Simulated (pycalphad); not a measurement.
CALPHAD calculation (pycalphad, COST 507 light-alloy database (1999)), 1 atm. These are 1990s assessments: newer ones move some temperatures and phases. The system is extrapolated from its subsystems; higher-order compounds may be missing. Amounts are mole fractions of atoms. Kinetics are ignored, which matters at the lower temperatures.

### Question
Give the equilibrium state of Mg-15.83Mn-1.08Al-1.56Si (at.%) at 457 °C.

### Answer
hcp, fraction 0.817, with 0.19 Mn, <0.01 Al, <0.01 Si at.%; β-Mn, fraction 0.112, with 86.4 Mn, 9.6 Al, 4.0 Si at.%; MN6SI, fraction 0.051, with 85.0 Mn, no Al, 15.0 Si at.%; MN9SI2, fraction 0.020, with 82.5 Mn, no Al, 17.5 Si at.%.

### Question
Give the equilibrium state of Mg-15.83Mn-1.08Al-1.56Si (at.%) at 177 °C.

### Answer
```
T = 450.00 K, P = 101325 Pa, N = 1 mol of atoms
G = -17526 J/mol, H = 1906 J/mol, S = 43.18 J/(mol K)  (SER reference)
chemical potentials (J/mol): Mg -15553, Mn -16744, Al -80012, Si -85273
phase             fraction      x(Mg)      x(Mn)      x(Al)      x(Si)
HCP_A3              0.8153     1.0000   4.09e-05   1.91e-09   2.11e-13
MN6SI               0.1018       none     0.8500       none     0.1500
CUB_A13             0.0521   1.97e-09     0.8482     0.1504     0.0014
CBCC_A12            0.0308   2.72e-09     0.8954     0.0963     0.0083
```

Database names, with the compositions (at.%) that they take in these runs: MN9SI2: Mn 82 Si 18; MN6SI: Mn 85 Si 15. HCP_A3 is hcp; CBCC_A12 is α-Mn; CUB_A13 is β-Mn. An entry "none" or "no" means that the model of the phase leaves that element out.
